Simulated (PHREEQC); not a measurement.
A solution holds 0.037 mol CuSO4 per kg of water, at 20 °C. Closed to the air; pH follows from the charge balance.

Equilibrium calculation in PHREEQC: ion-association model, wateq4f.dat.

| quantity | before | after |
|---|---|---|
| pH | 4.73 | 4.67 |
| ionic strength (mol/kgw) | 0.0874 | 0.124 |
| SO4-2 (mol/kgw) | 0.0219 | 0.0311 |

**Question.** What was changed between the two runs?
A) CuSO4 replaced by Fe2(SO4)3 at the same molality
B) CuSO4 from 0.037 to 0.0555 mol/kgw
C) CuSO4 replaced by MnSO4 at the same molality
D) diluted 100-fold with water
E) diluted 10-fold with water

**Answer.** B, CuSO4 from 0.037 to 0.0555 mol/kgw

No solid was allowed to form. Some of these states are supersaturated (in Antlerite, Brochantite, for instance).
